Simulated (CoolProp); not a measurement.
Vapour-liquid equilibrium of R143a (1) + fluoroethane (R161) (2) at 230.2 K; x and y are mole fractions of (1).

Values from CoolProp's multi-fluid Helmholtz-energy mixture model, Lemmon and Jacobsen 2000 and Wu 2012; pair parameters Bell 2016.

```tsv
x	bubble pressure, mixture model (bar)	bubble pressure, Raoult's law (bar)	y, mixture model	y, Raoult's law
0.05	0.8127	0.8080	0.081	0.077
0.125	0.8520	0.8419	0.190	0.184
0.2	0.8895	0.8757	0.288	0.282
0.275	0.9255	0.9095	0.376	0.374
0.35	0.9604	0.9433	0.458	0.459
0.425	0.9943	0.9771	0.534	0.538
0.5	1.027	1.011	0.605	0.612
0.575	1.060	1.045	0.672	0.680
0.65	1.092	1.079	0.736	0.745
0.725	1.123	1.112	0.797	0.806
0.8	1.154	1.146	0.855	0.863
0.875	1.185	1.180	0.911	0.917
0.95	1.216	1.214	0.965	0.968
```

The largest gap from Raoult's law is +1.8 % in bubble pressure, at x = 0.35. No azeotrope shows between x = 0.05 and 0.95.

The pair parameters rest on a limited set of measurements; away from them the model extrapolates.
